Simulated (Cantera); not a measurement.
An isothermal, constant-pressure homogeneous reactor starts with NO : N2 = 1 : 1.1 (molar parts), at 1425 K and 13300 Pa. Integrator tolerance rtol = 1e-08.

Detailed kinetics in Cantera: GRI-Mech 3.0 (53 species, 325 reactions).

**Question.** What does this change do: temperature 1425 to 1825 K?

**Answer.** 
| quantity | before | after |
|---|---|---|
| x(NO) at 2.00 s | 0.476 (gas-phase equilibrium 0.000874) | 0.437 (gas-phase equilibrium 0.00472) |
| x(N2O) at 2.00 s | 6.45e-5 (gas-phase equilibrium 1.97e-8) | 7.41e-5 (gas-phase equilibrium 9.69e-8) |
| x(N2) at 2.00 s | 0.524 (gas-phase equilibrium 0.761) | 0.543 (gas-phase equilibrium 0.759) |
| x(NO2) at 2.00 s | 0.000104 (gas-phase equilibrium 2.31e-6) | 0.000123 (gas-phase equilibrium 4.34e-6) |
| x(O) at 2.00 s | 1.98e-7 (gas-phase equilibrium 1.86e-6) | 7.06e-5 (gas-phase equilibrium 0.000206) |
| x(O2) at 2.00 s | 0.000117 (gas-phase equilibrium 0.238) | 0.0195 (gas-phase equilibrium 0.236) |
